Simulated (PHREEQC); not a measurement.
Solution (62 °C): 0.0026 mol/kgw HBr and 0.00093 mol/kgw CaCl2. Closed to the air; pH follows from the charge balance.

Computed with PHREEQC (ion-association model, wateq4f.dat).

Each row changes one thing in this solution. This is a speciation only: nothing precipitates in the calculation.

```
case                               pH  SI of Portlandite (Ca(OH)2)
-------------------------------  ----  ---------------------------
as made                          2.62                       -18.23
diluted 2-fold with water        2.91                       -17.91
0.00072 mol/kgw Ca(OH)2 added    2.97                       -17.28
HBr left out                     6.49                       -10.45
temperature from 62 to 90 °C     2.62                       -16.68
0.00042 mol/kgw Ca(HCO3)2 added  2.79                       -17.73
```

Complexes and solids missing from the database can't appear. Constants without temperature data keep their 25 °C values here.
